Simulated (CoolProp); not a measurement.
CH2F2 (R32) at 293.15 K and 2.17 MPa flows at 0.91 m/s in a round tube of 100 mm bore and 0.25 µm roughness, fully developed (64/Re and Nu = 3.66 if laminar; Colebrook and Gnielinski if turbulent). Each further row changes one setting.

Values from CoolProp's reference Helmholtz-energy equation of state, Tillner-Roth 1997.

| case | Reynolds number | Darcy friction factor | pressure drop (Pa/m) | heat-transfer coefficient (W/(m² K)) | mass flow (kg/h) |
|---|---|---|---|---|---|
| as stated | 745000 | 0.0123 | 50.2 | 2160 | [?] |
| velocity 1.82 m/s | 1490000 | [?] | 179 | [?] | 50700 |
| diameter 200 mm | 1490000 | [?] | 22.3 | [?] | 101000 |

Q: Fill in the missing entries.

A: 
- as stated, mass flow (kg/h): 25400
- velocity 1.82 m/s, Darcy friction factor: 0.0110
- velocity 1.82 m/s, heat-transfer coefficient (W/(m² K)): 3890
- diameter 200 mm, Darcy friction factor: 0.0109
- diameter 200 mm, heat-transfer coefficient (W/(m² K)): 1940

Viscosity comes from a separate model (Bell 2016), an estimate that may be off by 10 % or more. Thermal conductivity comes from a separate model (Huber 2003), an estimate that may be off by 10 % or more.
